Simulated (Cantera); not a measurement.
Charge: 1 mol Si, 0.15 mol H2O, 220 mol H2, equilibrated at 1800 K and 0.0133 bar.

Equilibrium computed with Cantera from the NASA thermochemical tables; the gas is ideal and each condensed phase is pure. Candidate condensed phases: H2O, Si, SiO2; 18 gas species. Gases not in the tables: Si2H6 and higher silanes. Equilibrium is a limit: real reactors are often held back by kinetics, nucleation or transport.

Base state: H2 0.996, H 0.00309, SiO 0.000680, Si 0.000238, SiH 3.13e-5, SiH2 2.98e-5 (mole fractions); condensed: Si(l).

Question: What changes in the equilibrium state with this change: pressure from 0.0133 bar to 0.00133 bar?

Answer: 
```csv
species,before,after
H2,0.996,0.987
H,0.00309,0.00974
Si,0.000238,0.00238
Si2,1.44e-6,1.44e-5
SiH,3.13e-5,9.86e-5
SiH2,2.98e-5,2.95e-5
SiO,0.000680,0.000676
"Si(l), mol",0.783,0.284
```
